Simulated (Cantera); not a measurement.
Predominance diagram of Sr at 1825 K against the partial pressures of O2 and Cl2 (log10, bar). Source: NASA polynomial tables (part measured, part estimated), evaluated in Cantera. Candidates: Sr(l), SrCl2(l), SrO(s). Only these pure phases compete in this equilibrium. Not in the tables: the peroxide, oxide halides.

```
log p(Cl2) \ log p(O2)
        columns: -8, -7.6, -7.1, -6.7, -6.2, -5.8, -5.3, -4.9, -4.4, -4, -3.6, -3.1, -2.7, -2.2, -1.8, -1.3, -0.9, -0.4, 0
      1  A A A A A A A A A A A A A A A A A A A
    0.1  A A A A A A A A A A A A A A A A A A A
   -0.8  A A A A A A A A A A A A A A A A A A A
   -1.7  A A A A A A A A A A A A A A A A A A A
   -2.6  A A A A A A A A A A A A A A A A A A A
   -3.4  A A A A A A A A A A A A A A A A A A A
   -4.3  A A A A A A A A A A A A A A A A A A A
   -5.2  A A A A A A A A A A A A A A A A A B B
   -6.1  A A A A A A A A A A A A A B B B B B B
     -7  A A A A A A A A A B B B B B B B B B B
```

A: SrCl2(l); B: SrO(s).
